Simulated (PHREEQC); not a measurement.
A solution holds 0.096 mol/kgw (CH3)4NF, 0.0035 mol/kgw Na2CO3 and 0.15 mol/kgw Na2S, at 65 °C. Closed to the air; pH follows from the charge balance.

All values are PHREEQC results (ion-association model, wateq4f.dat), not measurements.

No solid was allowed to form.

Question: Predict the pH, activity of water.

Answer: pH 11.51; activity of water 0.988.

Question: In which forms is Na present?

Answer: Na+ 97 %, NaF 1.9 %, NaCO3- 1.0 % of the Na.

With this much S-2 the pH rests on the database's HS-/S-2 constant; if that pK is higher, the solution is more alkaline. (CH3)4N+ isn't in the database: it is added as a free cation with an ion size of 4 Å. Away from 25 °C the constants follow the database's enthalpies or fits; those with neither stay at their 25 °C values. The database's pK near 12.9 for HS-/S-2 is now thought far too low, so its S-2 is overstated. The polysulfide entries of wateq4f.dat were taken out for this run.
